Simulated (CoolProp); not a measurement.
Vapour-liquid equilibrium of R125 (1) + dimethyl ether (2) at 223.9 K; x and y are mole fractions of (1).

Computed with CoolProp (multi-fluid Helmholtz-energy mixture model, Lemmon 2005 and Wu 2011; pair parameters Bell 2016).

### Question
Give the bubble pressure and the first vapour's composition at x = 0.15, 0.25, 0.85. Is there an azeotrope?

### Answer
x = 0.15: 33.59 kPa, y = 0.234; x = 0.25: 36.52 kPa, y = 0.390; x = 0.85: 80.80 kPa, y = 0.971. No azeotrope shows between x = 0.05 and 0.95.

Pair parameters are fitted to limited data, so mixtures are less certain than the pure fluids.
